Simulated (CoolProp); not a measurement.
CHF3 (R23) along the isotherm 0.05 °C: Z from the reference equation and from simpler models built on Tc = 26.1 °C, pc = 4.832 MPa, ω = 0.263; each cubic takes its own stable root.

Values from CoolProp's reference Helmholtz-energy equation of state, Penoncello 2003.

```tsv
p (MPa)	phase	reference
0.518	gas	0.9446
1.04	gas	0.8831
1.55	gas	0.8153
2.07	gas	0.7335
2.59	liquid	0.07702
3.11	liquid	0.09163
3.62	liquid	0.1058
4.14	liquid	0.1201
4.66	liquid	0.1342
5.18	liquid	0.1482
5.69	liquid	0.1618
6.21	liquid	0.1756
6.73	liquid	0.1893
7.25	liquid	0.2028
```

Question: How far does each simpler model (Redlich-Kwong, Soave-Redlich-Kwong, Peng-Robinson) lie from the reference over these 14 states: mean and median of the absolute difference, and the worst?

Answer: 
- Redlich-Kwong: mean 75.6 %, median 26.2 %, worst +798.2 % at 0.05 °C and 2.59 MPa
- Soave-Redlich-Kwong: mean 16.8 %, median 21.6 %, worst +25.6 % at 0.05 °C and 2.59 MPa
- Peng-Robinson: mean 6.4 %, median 7.9 %, worst +10.9 % at 0.05 °C and 2.59 MPa

At some of these states Redlich-Kwong gives the other phase, because its saturation line lies elsewhere.
